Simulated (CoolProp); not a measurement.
Vapour-liquid equilibrium of R152A (1) + isobutene (2) at 0.397 bar; x and y are mole fractions of (1).

Model: multi-fluid Helmholtz-energy mixture model, Outcalt 1996 and Lemmon 2005; pair parameters Bell 2016, in CoolProp.

| x | bubble temperature (K) | y at the bubble point | dew temperature at overall composition x (K) | liquid density (mol/L) |
|---|---|---|---|---|
| 0.05 | 239.6 | 0.243 | 243.5 | 11.82 |
| 0.125 | 235.3 | 0.429 | 242.1 | 12.10 |
| 0.2 | 232.8 | 0.526 | 240.5 | 12.37 |
| 0.275 | 231.4 | 0.584 | 238.9 | 12.63 |
| 0.35 | 230.4 | 0.623 | 237.2 | 12.90 |
| 0.425 | 229.8 | 0.652 | 235.4 | 13.18 |
| 0.5 | 229.4 | 0.677 | 233.5 | 13.47 |
| 0.575 | 229.0 | 0.700 | 231.6 | 13.78 |
| 0.65 | 228.8 | 0.725 | 229.8 | 14.11 |
| 0.725 | 228.7 | 0.754 | 228.8 | 14.46 |
| 0.8 | 228.6 | 0.792 | 228.6 | 14.83 |
| 0.875 | 228.8 | 0.845 | 228.9 | 15.22 |
| 0.95 | 229.2 | 0.924 | 229.4 | 15.62 |

y crosses x between x = 0.725 and 0.8: the model has an azeotrope there.

Pair parameters are fitted to limited data, so mixtures are less certain than the pure fluids.
